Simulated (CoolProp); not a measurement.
Saturation properties of ethylene (Tc = 282.4 K, pc = 50.42 bar, ω = 0.087).

Model: reference Helmholtz-energy equation of state, Smukala 2000, in CoolProp.

| T (K) | p (bar) | liquid density (kg/m³) | vapour density (kg/m³) | enthalpy of vaporisation (kJ/kg) |
|---|---|---|---|---|
| 206.1 | 5.803 | 511.1 | 10.71 | 420.8 |
| 215.7 | 8.254 | 494.5 | 15.08 | 400.7 |
| 225.4 | 11.42 | 476.5 | 20.86 | 378.1 |
| 235 | 15.34 | 457.0 | 28.31 | 352.6 |
| 244.6 | 20.15 | 435.5 | 38.09 | 323.2 |
| 254.3 | 26.04 | 410.4 | 51.38 | 287.7 |
| 263.9 | 33.02 | 380.4 | 69.97 | 243.8 |
| 273.5 | 41.32 | 339.4 | 99.72 | 182.5 |

It boils at 169.4 K under 1 atm.
